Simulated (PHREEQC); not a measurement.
# Polishing slurry liquid: speciation

Make-up at 20 °C: 2 mmol/kgw TMAH and 24 mmol/kgw H3BO3. Closed to the air; pH follows from the charge balance.

Model: ion-association model, phreeqc.dat, run in PHREEQC.

This is a speciation only: nothing precipitates in the calculation.

Task: Estimate the pH, ionic strength.

Result: pH 8.22; ionic strength 0.00200 mol/kgw.

Task: In which forms is B present?

Result: H3BO3 92 %, H2BO3- 8.3 % of the B.

(CH3)4N+ isn't in the database: it is added as a free cation with an ion size of 4 Å.
